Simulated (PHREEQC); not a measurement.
0.19 g of hydrous ferric oxide (600 m²/g; 0.2 weak and 0.005 strong sites per Fe, Dzombak-Morel constants, diffuse double layer) in 1 kg of water with 0.3 mol/kgw of an inert sodium salt, at 25 °C; the pH is set by adding NaOH or the inert anion's acid. Oxygen is held at 0.21 atm. No CO2 enters from the air. Precipitation was switched off in this run.

Base run: PHREEQC, ion-association model, wateq4f.dat. Each further column changes one thing. The table gives surface charge σ (C/m²).

```tsv
pH	base	background salt from 0.3 to 0.03 mol/kgw	oxide from 0.19 to 0.95 g/kgw	0.00041 mol/kgw ZnCl2 added
3	0.368	0.350	0.368	0.368
4.12	0.343	0.257	0.343	0.343
4.88	0.282	0.170	0.282	0.283
6	0.154	?	0.154	0.159
7.12	0.058	0.024	0.058	0.113
7.88	0.012	?	0.012	0.112
9	-0.051	-0.021	-0.051	?
```

Q: Some entries are withheld; supply them.

A: 
- 6, background salt from 0.3 to 0.03 mol/kgw: 0.075
- 7.88, background salt from 0.3 to 0.03 mol/kgw: 0.005
- 9, 0.00041 mol/kgw ZnCl2 added: 0.076

The oxide is taken as insoluble; below pH 4 it would dissolve. In at least one series the solution becomes supersaturated in solids that the run did not let form, among them Zn(OH)2-e, Zn5(OH)8Cl2.
